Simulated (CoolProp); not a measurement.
Isohexane along the isobar 5.67 MPa: density (kg/m³) from the reference equation and from simpler models built on Tc = 497.7 K, pc = 3.043 MPa, ω = 0.280; each cubic takes its own stable root.

Computed with CoolProp (reference Helmholtz-energy equation of state, Lemmon 2006). It is a short technical equation, of lower accuracy than the large ones.

```
T (K)   phase  reference  van der Waals  Soave-Redlich-Kwong
-----  ------  ---------  -------------  -------------------
291.4  liquid      660.7          408.2                608.7
316.5  liquid      638.7          397.4                589.8
341.7  liquid      615.8          385.9                568.8
366.8  liquid      591.8          373.7                545.5
392    liquid      566.0          360.6                519.2
417.1  liquid      538.0          346.4                489.5
442.2  liquid      506.6          331.0                455.4
467.4  liquid      470.0          313.8                415.2
492.5  liquid      424.9          294.5                366.9
```
